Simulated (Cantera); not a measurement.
Charge: 1 mol SiHCl3, a varied amount of H2, held at 1400 °C and 0.740 bar.

Method: chemical equilibrium by Gibbs-energy minimisation in Cantera with the NASA 1993 tables (ideal gas, pure condensed phases). Candidate condensed phases: Si; 19 gas species. The tables' values for SiCl3 are old estimates; treat these amounts as uncertain. Gases not in the tables: Si2H6 and higher silanes. Equilibrium is a limit: real reactors are often held back by kinetics, nucleation or transport.

log p: log10 of the partial pressure in bar; n: condensed amount in mol.

```csv
n(H2) (mol),log p H2,log p HCl,log p SiCl2,log p H,log p SiCl3,n Si(s)
150,-0.14,-1.89,___,-4.01,-4.94,0.823
280,-0.14,-2.14,___,-4.01,-5.68,0.893
400,-0.13,-2.28,___,-4.01,-6.12,0.919
520,-0.13,-2.39,___,-4.01,-6.45,0.934
650,-0.13,-2.48,___,-4.01,-6.73,0.943
770,-0.13,-2.55,___,-4.01,-6.94,0.948
900,-0.13,-2.62,___,-4.01,-7.14,0.952
1000,-0.13,-2.66,___,-4.01,-7.27,0.954
```

### Question
Complete the blanks.

### Answer

- 150, log p SiCl2: -3.08
- 280, log p SiCl2: -3.58
- 400, log p SiCl2: -3.87
- 520, log p SiCl2: -4.09
- 650, log p SiCl2: -4.27
- 770, log p SiCl2: -4.42
- 900, log p SiCl2: -4.55
- 1000, log p SiCl2: -4.64
